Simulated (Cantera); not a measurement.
**Al2O3 + NaOH + O2 (silicates and aluminates)**

A closed system holds: 1 mol Al2O3, 1.9 mol NaOH, 1.6 mol O2, at 0.000440 bar.

Equilibrium computed with Cantera from the NASA thermochemical tables; the gas is ideal and each condensed phase is pure. Candidate condensed phases: Al, Al2O3, H2O, Na, NaAlO2, NaOH, NaO2, Na2O, Na2O2; 26 gas species. The tables' values for AlOH are old estimates; treat these amounts as uncertain. Equilibrium is a limit: real reactors are often held back by kinetics, nucleation or transport.

| T (K) | log p O2 | log p O | log p Na | log p H | log p H2O | log p OH | log p H2 | log p NaOH | log p AlO | n Al2O3(s) | n Al2O3(l) |
|---|---|---|---|---|---|---|---|---|---|---|---|
| 1898 | -3.74 | -5.40 | -3.79 | -6.17 | -4.11 | -5.24 | -6.13 | -5.16 | -11.82 | 1.000 | 0 |
| 1998 | -3.75 | -5.06 | -3.79 | -5.69 | -4.13 | -5.03 | -5.80 | -5.42 | -10.60 | 1.000 | 0 |
| 2098 | -3.77 | -4.75 | -3.79 | -5.27 | -4.17 | -4.85 | -5.51 | -5.67 | -9.50 | 1.000 | 0 |
| 2198 | -3.81 | -4.48 | -3.81 | -4.90 | -4.25 | -4.71 | -5.29 | -5.93 | -8.50 | 1.000 | 0 |
| 2298 | -3.86 | -4.24 | -3.83 | -4.59 | -4.38 | -4.63 | -5.14 | -6.22 | -7.58 | 0.999 | 0 |
| 2398 | -3.95 | -4.04 | -3.87 | -4.35 | -4.61 | -4.61 | -5.09 | -6.56 | -6.76 | 0 | 0.998 |
| 2498 | -4.08 | -3.88 | -3.92 | -4.18 | -4.97 | -4.68 | -5.16 | -6.97 | -6.02 | 0 | 0.989 |
| 2598 | -4.27 | -3.77 | -3.96 | -4.10 | -5.48 | -4.85 | -5.37 | -7.46 | -5.32 | 0 | 0.939 |
log p: log10 of the partial pressure in bar; n: condensed amount in mol.

From 1898 K to 2298 K the condensed part is Al2O3(s). From 2398 K to 2598 K the condensed part is Al2O3(l). The main Al-bearing gas is AlO2H at 1898 K and AlO at 2598 K.
